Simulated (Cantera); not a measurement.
Charge: 1 mol CS2, 9.2 mol H2, at 798.15 K and 0.890 bar.

These are equilibrium values from Cantera (NASA tables, ideal gas, pure condensed phases), not measurements of a reactor. Candidate condensed phases: C, C6H6, C7H8, C8H18, S; 83 gas species. Rates play no part.

**Question.** What is the equilibrium state?

**Answer.** 
```json
{
  "x(H2)": "0.634",
  "x(H2S)": "0.244",
  "x(CH4)": "0.122",
  "gas_amount": "8.200 mol",
  "log10 activity of C(graphite) (absent)": "-0.61",
  "log10 activity of S(l) (absent)": "-3.40"
}
```
